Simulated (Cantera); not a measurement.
Boron, boron nitride and boron oxide: B + O2 + N2

A closed system holds: 1 mol B, 1.2 mol O2, 16 mol N2, held at 900 °C and 47.0 Pa.

Cantera equilibrium calculation (NASA polynomials, part measured and part estimated; ideal gas, pure solids and liquids). Candidate condensed phases: B, BN, B2O3; 17 gas species. Equilibrium is a limit: real reactors are often held back by kinetics, nucleation or transport.

| Item | Value |
|---|---|
| x(N2) | 0.973 |
| x(O2) | 0.0273 |
| x(NO) | 6.35e-5 |
| x(B2O3) | 7.92e-6 |
| n(B2O3(l)) | 0.500 mol |
| gas amount | 16.45 mol |
| log10 activity of B(s) (absent) | -18.18 |
